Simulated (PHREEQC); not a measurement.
# Brine

Consider water at 25 °C with 3.2 mol H2SO4, 0.089 mol Na2SO4 and 0.26 mol MgCl2 per kg of water. It is in equilibrium with CO2 at log p = -2 (atm). Otherwise closed; pH follows from the charge balance.

Computed with PHREEQC (Pitzer model, pitzer.dat).

No solid was allowed to form.

Problem. Predict the pH, osmotic coefficient.

Solution. pH -1.34; osmotic coefficient 1.518.

Problem. In which forms is S present?

Solution. HSO4- 80 %, SO4-2 20 % of the S.

Complexes and solids missing from the database can't appear. In brines, pH and single-ion activities rest on the MacInnes convention.
